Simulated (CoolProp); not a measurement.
Water at several states: Z from the reference equation and from simpler models built on Tc = 647.1 K, pc = 22060 kPa, ω = 0.344; each cubic takes its own stable root.

Computed with CoolProp (reference Helmholtz-energy equation of state, Wagner 2002).

```tsv
T (K)	p (kPa)	phase	reference
309.5	29700	liquid	0.2066
293.1	39.3	liquid	0.0002911
425.7	172	gas	0.9859
707.3	526	gas	0.9944
609.6	8660	gas	0.7944
699.2	9700	gas	0.8791
```

Question: How far does each simpler model (van der Waals, Redlich-Kwong, Soave-Redlich-Kwong, Peng-Robinson) lie from the reference over these 6 states: mean and median of the absolute difference, and the worst?

Answer: 
- van der Waals: mean 57072.4 %, median 3.6 %, worst +342325.3 % at 293.1 K and 39.3 kPa
- Redlich-Kwong: mean 12.8 %, median 1.9 %, worst +37.1 % at 309.5 K and 29700 kPa
- Soave-Redlich-Kwong: mean 11.3 %, median 1.2 %, worst +33.6 % at 309.5 K and 29700 kPa
- Peng-Robinson: mean 6.4 %, median 1.0 %, worst +19.0 % at 309.5 K and 29700 kPa

At some of these states van der Waals gives the other phase, because its saturation line lies elsewhere.
